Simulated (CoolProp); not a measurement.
Fluorine along the isobar 2.71 MPa: density (kg/m³) from the reference equation and from simpler models built on Tc = 144.4 K, pc = 5.240 MPa, ω = 0.045; each cubic takes its own stable root.

Values from CoolProp's reference Helmholtz-energy equation of state, de Reuck 1990.

| T (K) | phase | reference | Redlich-Kwong | Soave-Redlich-Kwong | Peng-Robinson |
|---|---|---|---|---|---|
| 98 | liquid | 1415 | 1416 | 1410 | ? |
| 111.5 | liquid | 1302 | 1275 | 1275 | 1443 |
| 125 | liquid | ? | ? | 1089 | 1232 |
| 138.4 | gas | 117.7 | 117.6 | 117.7 | 120.7 |
| 151.9 | gas | 97.74 | 98.11 | 98.01 | 100.1 |
| 165.4 | gas | 85.21 | 85.63 | 85.42 | 87.02 |
| 178.8 | gas | ? | 76.64 | 76.37 | 77.64 |
| 192.3 | gas | 69.30 | ? | 69.32 | 70.36 |
| 205.8 | gas | 63.70 | ? | 63.65 | 64.52 |
| 219.2 | gas | 59.09 | ? | 58.99 | 59.72 |
| 232.7 | gas | 55.14 | 55.32 | 55.01 | 55.64 |
| 246.1 | gas | ? | 51.92 | 51.61 | 52.15 |
| 259.6 | gas | 48.79 | 48.92 | 48.62 | 49.10 |
| 273.1 | gas | 46.16 | 46.27 | 45.99 | 46.41 |
| 286.5 | gas | 43.84 | 43.94 | 43.66 | 44.03 |
| 300 | gas | 41.73 | 41.82 | 41.56 | 41.89 |

Some entries are withheld; supply them.


- 98, Peng-Robinson: 1594
- 125, reference: 1158
- 125, Redlich-Kwong: 1084
- 178.8, reference: 76.26
- 192.3, Redlich-Kwong: 69.62
- 205.8, Redlich-Kwong: 63.97
- 219.2, Redlich-Kwong: 59.31
- 246.1, reference: 51.77
